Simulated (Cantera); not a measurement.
What does this Cantera script print?

```python
import numpy as np
import cantera as ct

gas_names = """
    Fe FeO Fe(OH)2 H HO2 H2 H2O H2O2 O OH O2 O3
""".split()
cond_names = """
    Fe(a) Fe(c) Fe(d) Fe(L) FeO(s) FeO(L) Fe(OH)2(s) Fe(OH)3(s) Fe2O3(s) Fe3O4(s) H2O(s) H2O(L)
""".split()


def load(file, names, dense=False):
    # The tables refer to 1 bar. Condensed volumes are neglected.
    table = {s.name: s for s in ct.Species.list_from_file(file)}
    out = []
    for n in names:
        d = dict(table[n].input_data)
        d["thermo"] = dict(d["thermo"], **{"reference-pressure": 1e5})
        if dense:
            d["equation-of-state"] = {"model": "constant-volume", "density": "1e6 g/cm^3"}
        out.append(ct.Species.from_dict(d))
    return out


gas = ct.Solution(thermo="ideal-gas", species=load("nasa_gas.yaml", gas_names))
cond = {s.name: ct.Solution(thermo="fixed-stoichiometry", species=[s], name=s.name)
        for s in load("nasa_condensed.yaml", cond_names, dense=True)}
atoms = {
    'Fe2O3': {'Fe': 2, 'O': 3},
    'H2': {'H': 2},
}
top_T = {'Fe2O3(s)': 1830, 'Fe3O4(s)': 1870}  # K; cautious upper limits of use, not melting points


def equilibrate(T, P, feed):
    n = {}
    for name, mol in feed.items():
        for a, k in atoms[name].items():
            n[a] = n.get(a, 0.0) + k * mol
    gas.TPX = T, P, n
    mass = sum(n.values()) * gas.mean_molecular_weight
    gas.equilibrate("TP")
    valid = [c for c in cond.values() if c.min_temp <= T <= top_T.get(c.name, c.max_temp)]
    mix = ct.Mixture([(gas, mass / gas.mean_molecular_weight)] + [(c, 0.0) for c in valid])
    mix.T, mix.P = T, P
    mix.equilibrate("TP", solver="vcs", rtol=1e-11, max_steps=5000)
    return mix


results = []
feed = {'Fe2O3': 1, 'H2': 320}  # mol
T = 1323  # K
P = 830  # Pa
mix = equilibrate(T, P, feed)
results.append((T, P, feed, dict(zip(mix.species_names, mix.species_moles))))
x = sorted(zip(gas.X, gas.species_names), reverse=True)
print(f"T = {T:g} K  P = {P:g} Pa  gas = {mix.phase_moles(0):.4g} mol")
print("   x: " + "  ".join(f"{s} {v:.3e}" for v, s in x if v > 1e-05))
print("   condensed (mol): " + ("  ".join(f"{mix.phase(i).name} {mix.phase_moles(i):.4g}"
      for i in range(1, mix.n_phases) if mix.phase_moles(i) > 1e-12) or "none"))
```

Result:

```
T = 1323 K  P = 830 Pa  gas = 320 mol
   x: H2 9.906e-01  H2O 9.375e-03  H 1.733e-05
   condensed (mol): Fe(c) 2
```

Cantera equilibrium calculation (NASA polynomials, part measured and part estimated; ideal gas, pure solids and liquids).
